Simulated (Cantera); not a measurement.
What does this Cantera script print?

```python
import numpy as np
import cantera as ct

gas_names = """
    F F2 FS2F,fluorodisu N NF NF2 NF3 N2 S SF SF2 SF3 SF4 SF5 SF6 SN S2 S2F2,thiothiony S8 Si SiF SiF2
    SiF3 SiF4 SiN SiS Si2 Si2N Si3
""".split()
cond_names = """
    S(cr1) S(cr2) S(L) Si(cr) Si(L) Si3N4(a)
""".split()


# ... load() reads the species with a 1 bar reference pressure and builds the phases ...
atoms = {
    'Si': {'Si': 1},
    'SF6': {'S': 1, 'F': 6},
    'N2': {'N': 2},
}
top_T = {'Si3N4(a)': 2400}  # K; cautious upper limits of use, not melting points


# ... equilibrate(T, P, feed) seeds the gas with the atoms and calls Mixture.equilibrate('TP', solver="vcs", rtol=1e-11, max_steps=5000) ...
results = []
feed = {'Si': 1, 'SF6': 2.7, 'N2': 5.7}  # mol
P = 1000  # Pa
for T in [900, 950, 1000, 1050, 1100, 1150, 1200, 1250, 1300, 1350, 1400, 1450, 1500, 1550]:
    mix = equilibrate(T, P, feed)
    results.append((T, P, feed, dict(zip(mix.species_names, mix.species_moles))))

top = {s: max(r[3][s] / sum(r[3][g] for g in gas_names) for r in results) for s in gas_names}
cols = sorted((s for s in top if top[s] > 0.001), key=lambda s: -top[s])[:7]
seen = [c for c in cond_names if any(r[3].get(c, 0) > 1e-12 for r in results)]
print("log10 of partial pressures in bar; condensed amounts in mol")
print(f"{'T/K':>10s}" + "".join(f"{s[:9]:>10s}" for s in cols + seen))
for T, P, feed, n in results:
    ng = sum(n[g] for g in gas_names)
    print(f"{T:10.4g}" + "".join(f"{np.log10(max(n[s] / ng * P / 1e5, 1e-99)):10.3f}" for s in cols)
          + "".join(f"{n.get(c, 0):10.4g}" for c in seen))
```

It prints:

```
log10 of partial pressures in bar; condensed amounts in mol
       T/K        N2       SF4         F      SiF4       SF6       SF3       SF2
       900    -2.217    -2.675    -9.444    -2.973    -3.125    -5.260    -5.572
       950    -2.217    -2.675    -8.496    -2.973    -3.124    -5.169    -5.557
      1000    -2.217    -2.676    -7.643    -2.973    -3.124    -5.086    -5.544
      1050    -2.217    -2.676    -6.872    -2.973    -3.124    -5.012    -5.533
      1100    -2.217    -2.677    -6.170    -2.973    -3.123    -4.945    -5.523
      1150    -2.217    -2.677    -5.530    -2.973    -3.124    -4.884    -5.513
      1200    -2.218    -2.677    -4.945    -2.974    -3.126    -4.826    -5.502
      1250    -2.219    -2.677    -4.411    -2.975    -3.135    -4.768    -5.483
      1300    -2.222    -2.673    -3.928    -2.978    -3.161    -4.701    -5.442
      1350    -2.231    -2.664    -3.509    -2.987    -3.235    -4.606    -5.343
      1400    -2.247    -2.648    -3.178    -3.003    -3.412    -4.452    -5.128
      1450    -2.267    -2.636    -2.965    -3.023    -3.771    -4.217    -4.740
      1500    -2.283    -2.649    -2.851    -3.039    -4.297    -3.937    -4.234
      1550    -2.300    -2.701    -2.759    -3.056    -4.860    -3.700    -3.771
```

These are equilibrium values from Cantera (NASA tables, ideal gas, pure condensed phases), not measurements of a reactor. The tables' values for SF3, SF5 are old estimates; treat these amounts as uncertain.
